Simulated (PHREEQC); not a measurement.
Dissolve 0.0017 mol HF, 3.5e-05 mol CsF and 3.6e-07 mol H4SiO4 per kg of water at 25 °C. It is in equilibrium with CO2 at log p = -3.4 (atm). Otherwise closed; pH follows from the charge balance.

All values are PHREEQC results (ion-association model, wateq4f.dat), not measurements.

Precipitation was switched off in this run.

### Question
Predict the pH, ionic strength.

### Answer
pH 3.12; ionic strength 0.000822 mol/kgw.

### Question
In which forms is F present?

### Answer
HF 52 %, F- 47 % of the F.

SiF6-2 is the database's only silicon fluoride.
